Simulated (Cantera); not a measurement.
Input: 1 mol Cu, 0.74 mol H2O, a varied amount of CO, held at 527 °C and 0.000630 bar.

Cantera equilibrium calculation (NASA polynomials, part measured and part estimated; ideal gas, pure solids and liquids). Candidate condensed phases: C, C6H6, C7H8, C8H18, Cu, CuO, Cu(OH)2, Cu2O, H2O; 113 gas species. Rates play no part.

x: gas mole fraction; n: condensed amount in mol.

| n(CO) (mol) | x CO | x CO2 | x H2 | x H2O | x CH4 | n Cu(s) | n C(graphite) |
|---|---|---|---|---|---|---|---|
| 11 | 0.875 | 0.0620 | 0.0620 | 0.00104 | 2.50e-6 | 1.00 | 0 |
| 12 | 0.885 | 0.0572 | 0.0572 | 0.000877 | 2.36e-6 | 1.00 | 0 |
| 14 | 0.899 | 0.0503 | 0.0496 | 0.000657 | 2.08e-6 | 1.00 | 0.0109 |
| 16 | 0.905 | 0.0509 | 0.0439 | 0.000586 | 1.63e-6 | 1.00 | 0.116 |
| 18 | 0.909 | 0.0514 | 0.0394 | 0.000528 | 1.32e-6 | 1.00 | 0.221 |
| 20 | 0.912 | 0.0517 | 0.0358 | 0.000481 | 1.08e-6 | 1.00 | 0.326 |
| 23 | 0.916 | 0.0522 | [?] | [?] | [?] | 1.00 | [?] |
| 26 | 0.919 | 0.0526 | 0.0280 | 0.000379 | 6.63e-7 | 1.00 | 0.641 |
| 30 | 0.922 | 0.0529 | 0.0244 | 0.000332 | 5.05e-7 | 1.00 | 0.852 |
| 34 | 0.925 | 0.0532 | [?] | [?] | [?] | 1.00 | [?] |
| 38 | 0.927 | 0.0534 | 0.0195 | 0.000266 | 3.21e-7 | 1.00 | 1.27 |
| 43 | 0.929 | 0.0537 | 0.0173 | 0.000237 | 2.53e-7 | 1.00 | 1.53 |
| 49 | 0.931 | 0.0539 | 0.0152 | 0.000209 | 1.97e-7 | 1.00 | 1.85 |

Question: What belongs in the gaps?

Answer: 
- 34, x H2: 0.0217
- 34, x H2O: 0.000296
- 34, x CH4: 3.98e-7
- 34, n C(graphite): 1.06
- 23, x H2: 0.0314
- 23, x H2O: 0.000424
- 23, x CH4: 8.35e-7
- 23, n C(graphite): 0.484
